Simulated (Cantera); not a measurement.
**Si + HCl + H2 (chlorosilane synthesis and conversion)**

Charge: 1 mol Si, 0.55 mol HCl, a varied amount of H2, at 1100 K and 10000 Pa.

These are equilibrium values from Cantera (NASA tables, ideal gas, pure condensed phases), not measurements of a reactor. Candidate condensed phases: Si; 19 gas species. The tables' values for SiCl3 are old estimates; treat these amounts as uncertain. Rates play no part.

From 0.95 mol H2 to 15 mol H2 the condensed part is Si(s). The main Si-bearing gas is SiCl4 throughout. The share of Si in condensed phases is highest at 15 mol H2 (91.7 %) and lowest at 0.95 mol H2 (86.4 %).

| n(H2) (mol) | x H2 | x SiCl4 | x HCl | x SiHCl3 | x SiCl3 | x SiCl2 | x SiH2Cl2 | x SiH3Cl | n Si(s) |
|---|---|---|---|---|---|---|---|---|---|
| 0.95 | 0.862 | 0.0684 | 0.0392 | 0.0222 | 0.00422 | 0.00363 | 0.000862 | 8.88e-6 | 0.864 |
| 3.4 | 0.938 | 0.0192 | 0.0298 | 0.00894 | 0.00163 | 0.00193 | 0.000498 | 7.35e-6 | 0.876 |
| 5.8 | 0.956 | 0.00991 | 0.0255 | 0.00549 | 0.000991 | 0.00138 | 0.000364 | 6.41e-6 | 0.887 |
| 8.2 | 0.965 | 0.00612 | 0.0227 | 0.00384 | 0.000691 | 0.00109 | 0.000289 | 5.76e-6 | 0.896 |
| 11 | 0.971 | 0.00391 | 0.0204 | 0.00276 | 0.000494 | 0.000868 | 0.000233 | 5.20e-6 | 0.905 |
| 13 | 0.974 | 0.00298 | 0.0190 | 0.00225 | 0.000402 | 0.000757 | 0.000203 | 4.88e-6 | 0.911 |
| 15 | 0.977 | 0.00233 | 0.0179 | 0.00187 | 0.000334 | 0.000669 | 0.000180 | 4.60e-6 | 0.917 |
x: gas mole fraction; n: condensed amount in mol.
